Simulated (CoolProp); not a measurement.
Vapour-liquid equilibrium of toluene (1) + n-nonane (2) at 265.65 °C; x and y are mole fractions of (1).

The numbers come from the multi-fluid Helmholtz-energy mixture model, Lemmon 2006 and Lemmon 2006; pair parameters Bell 2016 in CoolProp.

| x | bubble pressure (MPa) | y at the bubble point | dew pressure at overall composition x (MPa) | liquid density (mol/L) |
|---|---|---|---|---|
| 0.05 | 1.076 | 0.082 | 1.054 | 3.777 |
| 0.2 | 1.247 | 0.293 | 1.167 | 4.008 |
| 0.35 | 1.417 | 0.464 | 1.301 | 4.274 |
| 0.5 | 1.582 | 0.608 | 1.457 | 4.584 |
| 0.65 | 1.742 | 0.734 | 1.634 | 4.955 |
| 0.8 | 1.894 | 0.851 | 1.827 | 5.407 |
| 0.95 | 2.039 | 0.963 | 2.023 | 5.967 |

No azeotrope shows between x = 0.05 and 0.95.

The pair parameters rest on a limited set of measurements; away from them the model extrapolates.
